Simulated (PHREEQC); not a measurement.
PHREEQC input (ion-association model, phreeqc.dat):

```
SOLUTION_SPECIES
  CO3-2 + 10 H+ + 8 e- = CH4 + 3 H2O  # shut off: no methane
    -log_k -100
    -delta_h 0
    -analytic -100
SOLUTION 1
  temp 25
  units mol/kgw
  pH 7 charge
END
SELECTED_OUTPUT 1
  -reset false
  -pH true
  -pe true
  -ionic_strength true
  -water true
  -totals C C(-4) C(4) Mtg Sg
  -molalities H+ CO3-2 OH- HCO3- CO2 (CO2)2
USER_PUNCH 1
  -headings p_CO2(g) phi_CO2(g) p_Mtg(g) phi_Mtg(g) p_H2Sg(g) phi_H2Sg(g) p_H2O(g) phi_H2O(g) density
  10 PUNCH PR_P("CO2(g)"), PR_PHI("CO2(g)"), PR_P("Mtg(g)"), PR_PHI("Mtg(g)"), PR_P("H2Sg(g)"), PR_PHI("H2Sg(g)"), PR_P("H2O(g)"), PR_PHI("H2O(g)"), RHO
PRINT
  -reset false
USE solution 1
REACTION_TEMPERATURE 1
  50
GAS_PHASE 1
  -fixed_pressure
  -pressure 1
  -temperature 50
  -volume 20
  CO2(g) 0.09
  Mtg(g) 0.12
  H2Sg(g) 0.79
  H2O(g) 0
END
# ... the last block is repeated for the other 6 points of P (atm)
```

Selected output (columns that matter, 7 of 7 rows; P (atm) added in front):

```
P (atm)	pH	mu	C	Mtg	Sg	p_CO2(g)	phi_CO2(g)	p_Mtg(g)	phi_Mtg(g)	p_H2Sg(g)	phi_H2Sg(g)	p_H2O(g)	phi_H2O(g)	density
1	4.035	9.3326e-05	0.0015858	0.00012175	0.037534	0.081359	0.9958	0.11091	0.99966	0.68539	0.99363	0.12235	0.99142	0.98802
2	3.8716	0.00013628	0.0033717	0.00026052	0.079525	0.17425	0.99152	0.23783	0.99875	1.4647	0.98724	0.12326	0.98401	0.98805
3	3.7804	0.00016836	0.0051355	0.00039855	0.12086	0.26706	0.98728	0.36459	0.99789	2.2442	0.98089	0.12418	0.97664	0.98807
5	3.6689	0.00021809	0.0085984	0.00067231	0.2016	0.45242	0.97886	0.61753	0.99628	3.804	0.96825	0.12607	0.96196	0.98813
7.5	3.5829	0.00026633	0.012809	0.0010104	0.29895	0.68361	0.96842	0.93261	0.99445	5.7553	0.95254	0.12851	0.94369	0.98821
10	3.5234	0.00030585	0.016891	0.0013441	0.39241	0.91425	0.95806	1.2465	0.99283	7.7082	0.93693	0.13104	0.9255	0.98829
15	3.4422	0.00036939	0.024683	0.002	0.56787	1.374	0.9376	1.8708	0.99027	11.619	0.90596	0.13641	0.88933	0.98844
```

Complexes and solids missing from the database can't appear. At this temperature some constants are extrapolated from 25 °C, and those without enthalpy data are left unchanged.
